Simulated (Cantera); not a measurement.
A perfectly stirred reactor is fed with 5.01 % CH₄, 3.75 % CO, 19.2 % O₂, 72.1 % N₂, at 0.240 bar; it is adiabatic with a 398 K inlet, and is followed from long to short residence time, starting on the burning branch (τ in s: 0.21, 0.058, 0.017, 0.0047, 0.0013, 0.00037, 0.0001, 3e-05, 8.4e-06).

Cantera simulation using GRI-Mech 3.0 (53 species, 325 reactions); the numbers are that mechanism's predictions, not measurements.

x: mole fraction; the columns are a selection and need not sum to one.

```json
[
 {"τ (s)": "0.21", "T (K)": "1804", "x CH₄": "6.45e-6", "x CO": "0.00178", "x O₂": "0.0742", "x H": "___", "x HO₂": "1.16e-6"},
 {"τ (s)": "0.058", "T (K)": "1773", "x CH₄": "1.45e-5", "x CO": "0.00371", "x O₂": "0.0747", "x H": "___", "x HO₂": "2.22e-6"},
 {"τ (s)": "0.017", "T (K)": "1721", "x CH₄": "3.34e-5", "x CO": "0.00686", "x O₂": "0.0757", "x H": "___", "x HO₂": "3.98e-6"},
 {"τ (s)": "0.0047", "T (K)": "1636", "x CH₄": "9.10e-5", "x CO": "0.0120", "x O₂": "0.0779", "x H": "___", "x HO₂": "6.81e-6"},
 {"τ (s)": "0.0013", "T (K)": "1512", "x CH₄": "0.000334", "x CO": "0.0216", "x O₂": "0.0834", "x H": "___", "x HO₂": "1.20e-5"},
 {"τ (s)": "0.00037", "T (K)": "398", "x CH₄": "0.0501", "x CO": "0.0375", "x O₂": "0.192", "x H": "<1e-12", "x HO₂": "<1e-12"},
 {"τ (s)": "0.00010", "T (K)": "398", "x CH₄": "0.0501", "x CO": "0.0375", "x O₂": "0.192", "x H": "<1e-12", "x HO₂": "<1e-12"},
 {"τ (s)": "3.0e-5", "T (K)": "398", "x CH₄": "0.0501", "x CO": "0.0375", "x O₂": "0.192", "x H": "<1e-12", "x HO₂": "<1e-12"},
 {"τ (s)": "8.4e-6", "T (K)": "398", "x CH₄": "0.0501", "x CO": "0.0375", "x O₂": "0.192", "x H": "<1e-12", "x HO₂": "<1e-12"}
]
```

Q: Some entries are withheld; supply them.

A: 
- 0.21, x H: 0.000182
- 0.058, x H: 0.000582
- 0.017, x H: 0.00160
- 0.0047, x H: 0.00384
- 0.0013, x H: 0.00673
